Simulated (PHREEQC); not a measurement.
# Copper plating or etch bath: speciation

A solution holds 0.65 mol/kgw Cu(NO3)2, 0.0054 mol/kgw H2SO4, 0.0019 mol/kgw H3BO3 and 0.012 mol/kgw KCl, at 25 °C. Closed to the air; pH follows from the charge balance.

All values are PHREEQC results (ion-association model, wateq4f.dat), not measurements.

No solid was allowed to form.

Question: Estimate the pH.

Answer: pH 2.12.

Question: In which forms is S present?

Answer: CuSO4 59 %, SO4-2 36 %, HSO4- 5.1 % of the S.

The ionic strength is past about 0.7 mol/kgw, beyond the range of this activity model, so the values are rough.
